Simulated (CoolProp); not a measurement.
The fluid at 380.59 K and 0.191 MPa is throttled through a valve to 0.0791 MPa with no heat exchange. The same conditions are run with several fluids, on thermodynamics alone (safety and materials aside).

Values from CoolProp's reference Helmholtz-energy equation of state of each fluid (carbonyl sulfide: Lemmon 2006; ammonia: Gao 2020; R245ca: Zhou 2016; R141b: Lemmon 2006; carbon dioxide: Span 1996).

| fluid | temperature change (K) | final density (kg/m³) |
|---|---|---|
| carbonyl sulfide | [?] | [?] |
| ammonia | -1.4 | [?] |
| R245ca | -1.4 | [?] |
| R141b | -2.0 | [?] |
| carbon dioxide | [?] | [?] |

Some entries are withheld; supply them.


- carbonyl sulfide, temperature change (K): -1.3
- carbonyl sulfide, final density (kg/m³): 1.51
- ammonia, final density (kg/m³): 0.429
- R245ca, final density (kg/m³): 3.41
- R141b, final density (kg/m³): 2.98
- carbon dioxide, temperature change (K): -0.7
- carbon dioxide, final density (kg/m³): 1.10
